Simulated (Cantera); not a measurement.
## Hydrocarbon pyrolysis for carbon deposition

An isothermal, constant-pressure homogeneous reactor starts with CH4 : N2 = 1 : 57 (molar parts), at 1923 K and 0.0908 atm.

Cantera simulation using GRI-Mech 3.0 (53 species, 325 reactions); the numbers are that mechanism's predictions, not measurements. GRI-Mech 3.0 stops at C3 and has no aromatics, soot or wall deposition, so with more carbon than oxygen in the feed, carbon stays in small species such as C2H2 where larger ones or solid carbon would form.

```tsv
t (s)	x CH4	x C2H2	x C2H4	x C2H	x H2	x C2H6	x CH2
3.00e-6	0.0172	<1e-12	<1e-12	<1e-12	1.04e-7	<1e-12	2.08e-12
1.72e-5	0.0172	<1e-12	9.14e-11	<1e-12	2.45e-6	1.97e-11	3.16e-10
9.85e-5	0.0172	5.64e-10	4.65e-8	<1e-12	2.68e-5	4.53e-9	1.85e-8
0.000565	0.0169	8.47e-7	1.07e-5	9.44e-11	0.000192	3.11e-7	4.02e-7
0.00324	0.0128	0.000735	0.000812	1.30e-7	0.00447	5.18e-6	4.86e-6
0.0185	0.00183	0.00735	4.95e-5	1.01e-6	0.0222	3.20e-7	3.11e-6
0.106	9.44e-5	0.00837	4.88e-7	1.77e-6	0.0251	2.07e-9	4.94e-7
0.609	1.87e-6	0.00840	2.05e-7	2.23e-6	0.0252	1.29e-12	1.58e-8
3.49	1.77e-7	0.00840	2.04e-7	2.36e-6	0.0252	<1e-12	1.69e-9
20.0	1.48e-7	0.00840	2.04e-7	2.36e-6	0.0252	<1e-12	1.41e-9
```
x: mole fraction; the columns are a selection and need not sum to one.

Equilibrium at this temperature and pressure: CH4 2.20e-7, C2H2 0.000594, C2H4 1.44e-8, C2H 1.67e-7, H2 0.0252, C2H6 <1e-12, CH2 2.10e-9 (gas phase only).
